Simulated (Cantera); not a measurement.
Feed: 1 mol SiO2, 330 mol H2, 0.55 mol N2, at 13.3 mbar.

Method: chemical equilibrium by Gibbs-energy minimisation in Cantera with the NASA 1993 tables (ideal gas, pure condensed phases). Candidate condensed phases: H2O, Si, SiO2, Si2N2O, Si3N4; 35 gas species. Equilibrium is a limit: real reactors are often held back by kinetics, nucleation or transport. All values below are at 1948 K.

Base state: H2 0.983, H 0.00970, SiO 0.00300, H2O 0.00300, N2 0.00165 (mole fractions); condensed: gas only.

Q: What changes in the equilibrium state with this change: pressure from 13.3 mbar to 29.0 mbar?

A: 
| species | before | after |
|---|---|---|
| H2 | 0.983 | 0.986 |
| H | 0.00970 | 0.00659 |
| SiO | 0.00300 | 0.00301 |
| H2O | 0.00300 | 0.00300 |
| N2 | 0.00165 | 0.00165 |
